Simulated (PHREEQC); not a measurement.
## Metal-bearing waste water: an equilibrium model

Dissolve 0.0043 mol/kgw ZnSO4, 0.0044 mol/kgw MgSO4, 0.092 mol/kgw HCl and 0.0039 mol/kgw Na2SO4 at 65 °C. Closed to the air; pH follows from the charge balance.

Computed with PHREEQC (ion-association model, wateq4f.dat).

Each row changes one thing in this solution. No solid was allowed to form.

```csv
case,pH,ionic strength (mol/kgw),HSO4- (mol/kgw),Mg+2 (mol/kgw),Zn+2 (mol/kgw),SO4-2 (mol/kgw),SI of Epsomite (MgSO4:7H2O),SI of Goslarite (ZnSO4:7H2O)
as made,1.18,0.112,0.0106,0.00401,0.00288,0.00140,-4.28,-4.65
diluted 10-fold with water,2.12,0.0121,0.000696,0.000395,0.000379,0.000495,-5.22,-5.46
diluted 5-fold with water,1.83,(withheld),(withheld),0.000786,0.000721,0.000697,-4.90,-5.16
temperature from 65 to 70 °C,1.18,0.112,0.0108,0.00402,0.00275,0.00125,-4.36,-4.76
diluted 100-fold with water,3.06,0.00133,2.04e-5,4.22e-5,4.17e-5,0.000103,-6.62,-6.85
```

Question: What belongs in the gaps?

Answer: 
- diluted 5-fold with water, ionic strength (mol/kgw): 0.0236
- diluted 5-fold with water, HSO4- (mol/kgw): 0.00168

At this temperature some constants are extrapolated from 25 °C, and those without enthalpy data are left unchanged.
